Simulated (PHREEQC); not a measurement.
Dissolve 0.04 mol FeCl3, 0.022 mol CaCl2, 0.0003 mol NaHCO3 and 0.00098 mol Na2SO4 per kg of water at 25 °C and 50 atm. Closed to the air; pH follows from the charge balance.

Computed with PHREEQC (ion-association model, phreeqc.dat).

No solid was allowed to form.

Q: Estimate the pH.

A: pH 2.05.

Q: In which forms is S present?

A: FeSO4+ 74 %, SO4-2 13 %, FeHSO4+2 4.2 %, CaSO4 4.1 %, HSO4- 4.0 % of the S.

The solution is supersaturated, for example in Hematite (slow to form), Goethite (slow to form), so a real one may precipitate; this is no full list. Complexes and solids missing from the database can't appear. Under pressure, the constants of complexes without a molar volume in the database are unreliable.
